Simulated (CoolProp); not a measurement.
Vapour-liquid equilibrium of ethylene (1) + propane (2) at 42.3 kPa; x and y are mole fractions of (1).

Values from CoolProp's multi-fluid Helmholtz-energy mixture model, Smukala 2000 and Lemmon 2009; pair parameters Bell 2016.

Question: Give the bubble temperature and the first vapour's composition at x = 0.65, 0.85, 0.95. Is there an azeotrope?

Answer: x = 0.65: 161.3 K, y = 0.991; x = 0.85: 158.0 K, y = 0.997; x = 0.95: 156.6 K, y = 0.999. No azeotrope shows between x = 0.05 and 0.95.

Pair parameters are fitted to limited data, so mixtures are less certain than the pure fluids.
